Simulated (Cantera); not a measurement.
Mixture: 15.1 % CH4, 17.9 % O2, 66.9 % N2, 0.147 % CO2, equivalence ratio 1.7, at 2.07 atm, adiabatic and at constant pressure. Ignition delay is the time to a rise of 400 K.

Model: GRI-Mech 3.0 (53 species, 325 reactions), integrated in Cantera.

Task: Predict: delay at 1200 K; delay at 1400 K; delay at 1600 K; delay at 1800 K; delay at 2000 K; apparent activation energy between 1900 and 2100 K.

Result: 
- delay at 1200 K: 31.5 ms
- delay at 1400 K: 2.55 ms
- delay at 1600 K: 0.313 ms
- delay at 1800 K: 63.0 µs
- delay at 2000 K: 19.6 µs
- apparent activation energy between 1900 and 2100 K: 170 kJ/mol
